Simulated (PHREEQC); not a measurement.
A solution holds 2.7 mmol/kgw ZnSO4, 1.2 mmol/kgw CaCl2 and 8.2 mmol/kgw Na2SO4, at 20 °C. It is in equilibrium with CO2 at log p = -3.4 (atm). Otherwise closed; pH follows from the charge balance.

Computed with PHREEQC (ion-association model, wateq4f.dat).

Question: The ionic strength comes out as 0.0326 mol/kgw. What activity coefficients do HCO3-, Zn+2, NaSO4-, ZnCl+, SO4-2 get?

Answer: HCO3- 0.85, Zn+2 0.54, NaSO4- 0.85, ZnCl+ 0.84, SO4-2 0.52.

Precipitation was switched off in this run. Complexes and solids missing from the database can't appear.
